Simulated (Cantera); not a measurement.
A closed system holds: 1 mol C₂F₆, 0.68 mol CH₄, 9.8 mol H₂, equilibrated at 1.13 Torr.

Equilibrium computed with Cantera from the NASA thermochemical tables; the gas is ideal and each condensed phase is pure. Candidate condensed phases: C, C₆H₆, C₇H₈, C₈H₁₈; 95 gas species. The feed counts by its element totals alone. Kinetics and transport are ignored.

x: gas mole fraction; n: condensed amount in mol.

```tsv
T (K)	x H₂	x HF	x H	x C₂H₂ (acetylene)	x F	x C₂H	n C(graphite)
1275	0.576	0.424	1.44e-5	2.21e-7	…	<1e-12	2.68
1375	0.576	0.424	6.72e-5	1.02e-6	…	<1e-12	2.68
1475	0.576	0.424	0.000254	3.84e-6	…	2.73e-12	2.68
1575	0.576	0.424	0.000814	1.21e-5	…	5.03e-11	2.68
1675	0.574	0.423	0.00227	3.34e-5	…	6.53e-10	2.68
1775	0.572	0.423	0.00565	8.14e-5	…	6.33e-9	2.68
1875	0.566	0.421	0.0127	0.000179	…	4.79e-8	2.67
1975	0.555	0.418	0.0263	0.000361	…	2.94e-7	2.67
2075	0.536	0.413	0.0503	0.000665	…	1.49e-6	2.66
2175	0.505	0.405	0.0895	0.00113	…	6.45e-6	2.65
```

Problem. Fill in the missing entries.

Solution. 
- 1275, x F: 4.33e-11
- 1375, x F: 5.07e-10
- 1475, x F: 4.27e-9
- 1575, x F: 2.75e-8
- 1675, x F: 1.42e-7
- 1775, x F: 6.13e-7
- 1875, x F: 2.27e-6
- 1975, x F: 7.36e-6
- 2075, x F: 2.14e-5
- 2175, x F: 5.68e-5
